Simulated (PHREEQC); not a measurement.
A solution holds 0.68 mol HF, 0.00029 mol NaF and 1 mol H2SO4 per kg of water, at 15 °C. Closed to the air; pH follows from the charge balance.

Computed with PHREEQC (ion-association model, phreeqc.dat).

Each row changes one thing in this solution. Precipitation was switched off in this run.

```tsv
case	pH	ionic strength (mol/kgw)	HSO4- (mol/kgw)	SO4-2 (mol/kgw)	HF2- (mol/kgw)	F- (mol/kgw)
as made	0.09	1.17	0.919	0.0805	0.00326	0.00152
temperature from 15 to 60 °C	0.12	1.07	0.967	0.0328	0.00188	0.000703
diluted 2-fold with water	0.38	0.606	0.448	0.0516	0.00133	0.00117
temperature from 15 to 25 °C	0.10	1.14	0.932	0.0677	0.00303	0.00129
NaF from 0.00029 to 0.000435 mol/kgw	0.09	1.17	0.919	0.0805	0.00326	0.00152
H2SO4 from 1 to 0.1 mol/kgw	0.94	0.162	0.0792	0.0208	0.0144	0.00641
HF from 0.68 to 0.748 mol/kgw	0.09	1.17	0.919	0.0805	0.00393	0.00167
HF from 0.68 to 0.34 mol/kgw	0.10	1.16	0.919	0.0806	0.000824	0.000764
temperature from 15 to 50 °C	0.12	1.08	0.959	0.0409	0.00222	0.000842
```

The ionic strength passes 0.7 mol/kgw, the rough limit of the ion-association models, in as made; temperature from 15 to 60 °C; temperature from 15 to 25 °C; NaF from 0.00029 to 0.000435 mol/kgw; HF from 0.68 to 0.748 mol/kgw; HF from 0.68 to 0.34 mol/kgw; temperature from 15 to 50 °C. Complexes and solids missing from the database can't appear. At this temperature some constants are extrapolated from 25 °C, and those without enthalpy data are left unchanged.
